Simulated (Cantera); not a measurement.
# Premixed flame

A freely propagating, adiabatic, planar premixed flame of CH₄ : O₂ : N₂ = 1 : 1.67 : 7.67 (molar parts), equivalence ratio 1.2, unburnt at 550 K and 0.138 atm; mixture-averaged transport, grid criteria slope 0.08 and curve 0.16, no radiation.

Computed with Cantera and GRI-Mech 3.0 (53 species, 325 reactions). Burning velocities carry a grid error of a few per cent, more on coarse grids.

```tsv
z (mm)	T (K)	u (m/s)	x CH₄	x O₂	x CO₂	x NO	x C₂H	x HCN
-6.98	550	1.14	0.0966	0.161	4.17e-8	<1e-8	<1e-8	<1e-8
-4.65	551	1.14	0.0962	0.161	1.23e-6	<1e-8	<1e-8	<1e-8
-3.49	558	1.16	0.0954	0.160	1.07e-5	1.53e-8	<1e-8	<1e-8
-2.33	620	1.30	0.0907	0.155	0.000208	1.92e-7	<1e-8	9.55e-8
-1.16	987	2.11	0.0643	0.126	0.00300	1.85e-6	<1e-8	1.30e-6
-0.582	1356	2.93	0.0351	0.0887	0.00826	4.49e-6	1.05e-8	3.57e-6
0	1691	3.69	0.00935	0.0467	0.0169	9.53e-6	3.20e-7	7.53e-6
0.582	1838	4.02	0.00101	0.0212	0.0268	1.67e-5	4.07e-7	8.31e-6
1.16	1872	4.09	5.97e-5	0.0112	0.0352	2.24e-5	5.89e-8	5.10e-6
2.33	1888	4.11	1.73e-7	0.00660	0.0446	2.71e-5	<1e-8	1.38e-6
4.65	1902	4.13	<1e-8	0.00549	0.0494	2.95e-5	<1e-8	1.33e-7
9.30	1921	4.16	<1e-8	0.00495	0.0505	3.15e-5	<1e-8	<1e-8
18.6	1949	4.21	<1e-8	0.00425	0.0508	3.49e-5	<1e-8	<1e-8
```
x: mole fraction of selected species; z is measured from the peak of heat release.

| Quantity | Value |
|---|---|
| laminar burning velocity | 113 cm/s |
| thermal thickness | 2.33 mm |
| peak x(C₂H) | 5.29e-7 |
| peak x(HCN) | 8.80e-6 |
| grid points | 163 |
